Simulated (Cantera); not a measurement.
Mixture: CH₄ : O₂ : N₂ = 1 : 2.25 : 8.45 (molar parts), equivalence ratio 0.89, at 3750 Torr, adiabatic and at constant volume. Ignition delay is the time to a rise of 400 K.

Computed with Cantera and GRI-Mech 3.0 (53 species, 325 reactions).

Question: What does this change do: N2 8.45 to 13 parts?

Answer: 
| quantity | before | after |
|---|---|---|
| delay at 1225 K | 6.52 ms | 9.85 ms |
| delay at 1325 K | 1.94 ms | 2.95 ms |
| delay at 1425 K | 0.643 ms | 0.973 ms |
| delay at 1525 K | 0.235 ms | 0.349 ms |
| delay at 1625 K | 95.7 µs | 0.137 ms |
| delay at 1725 K | 43.3 µs | 60.2 µs |
| apparent activation energy between 1525 and 1725 K | 190 kJ/mol | 190 kJ/mol |

Question: What does this change do: constant pressure in place of constant volume?

Answer: 
```json
[
 {"quantity": "delay at 1225 K", "before": "6.52 ms", "after": "6.84 ms"},
 {"quantity": "delay at 1325 K", "before": "1.94 ms", "after": "2.05 ms"},
 {"quantity": "delay at 1425 K", "before": "0.643 ms", "after": "0.684 ms"},
 {"quantity": "delay at 1525 K", "before": "0.235 ms", "after": "0.251 ms"},
 {"quantity": "delay at 1625 K", "before": "95.7 µs", "after": "0.102 ms"},
 {"quantity": "delay at 1725 K", "before": "43.3 µs", "after": "46.4 µs"},
 {"quantity": "apparent activation energy between 1525 and 1725 K", "before": "190 kJ/mol", "after": "180 kJ/mol"}
]
```
